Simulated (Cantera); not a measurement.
A perfectly stirred reactor is fed with N₂O : H₂ : N₂ = 1 : 0.005 : 0.69 (molar parts), at 0.0217 atm; it is held at 1173 K, and followed from long to short residence time.

Model: GRI-Mech 3.0 (53 species, 325 reactions), integrated in Cantera. GRI-Mech 3.0 was tuned for natural gas; its chemistry of N2O as a main component is partial and can be far from experiment. Radical loss at walls, strong at low pressure, is not modelled. The mechanism lacks the step 2 NO + O2 → 2 NO2, which can matter for NO2 below about 1400 K. The temperature is held fixed by assumption; the heat of reaction is taken as removed at once.

Problem. What does this change do: pressure from 0.0217 atm to 0.0365 atm?

Solution. 
| quantity | before | after |
|---|---|---|
| x(N₂O) at τ = 2.70 s | 0.571 | 0.560 |
| x(H₂) at τ = 2.70 s | 0.000264 | 0.000174 |
| x(NO) at τ = 2.70 s | 0.00106 | 0.00176 |
| x(H₂O₂) at τ = 2.70 s | 1.79e-9 | 9.15e-10 |
| x(O₂) at τ = 2.70 s | 0.00571 | 0.00942 |
| x(N₂O) at τ = 95.0 ms | 0.589 | 0.588 |
| x(H₂) at τ = 95.0 ms | 0.00208 | 0.00172 |
| x(NO) at τ = 95.0 ms | 4.16e-5 | 6.65e-5 |
| x(H₂O₂) at τ = 95.0 ms | 5.39e-8 | 5.04e-8 |
| x(O₂) at τ = 95.0 ms | 0.000198 | 0.000339 |
